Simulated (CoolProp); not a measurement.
A single-stage vapour-compression cycle with the fluid: evaporating at 301.15 K (dew point), condensing at 343.15 K (bubble point), superheat 0 K, subcooling 8 K, compressor efficiency 0.9, no pressure losses. The same conditions are run with several fluids, on thermodynamics alone (safety and materials aside).

Values from CoolProp's reference Helmholtz-energy equation of state of each fluid (1,2-dichloroethane: Thol 2015; R142b: Lemmon 2006; R134a: Tillner-Roth 1994; benzene: Thol 2012; isobutene: Lemmon 2005; R245fa: Akasaka 2015).

```json
[
 {"fluid": "1,2-dichloroethane", "cooling COP": "6.05", "pressure ratio": "5.37", "discharge temperature (K)": "362.0", "refrigerating effect (kJ/kg)": "308", "volumetric capacity (kJ/m³)": "148"},
 {"fluid": "R142b", "cooling COP": "5.55", "pressure ratio": "2.99", "discharge temperature (K)": "345.7", "refrigerating effect (kJ/kg)": "153", "volumetric capacity (kJ/m³)": "2530"},
 {"fluid": "R134a", "cooling COP": "5.15", "pressure ratio": "2.91", "discharge temperature (K)": "349.2", "refrigerating effect (kJ/kg)": "123", "volumetric capacity (kJ/m³)": "4360"},
 {"fluid": "benzene", "cooling COP": "6.02", "pressure ratio": "5.05", "discharge temperature (K)": "355.7", "refrigerating effect (kJ/kg)": "370", "volumetric capacity (kJ/m³)": "170"},
 {"fluid": "isobutene", "cooling COP": "5.55", "pressure ratio": "2.95", "discharge temperature (K)": "343.1", "refrigerating effect (kJ/kg)": "270", "volumetric capacity (kJ/m³)": "2230"},
 {"fluid": "R245fa", "cooling COP": "5.59", "pressure ratio": "3.68", "discharge temperature (K)": "343.2", "refrigerating effect (kJ/kg)": "143", "volumetric capacity (kJ/m³)": "1350"}
]
```

The compression ends wet for: isobutene; R245fa.
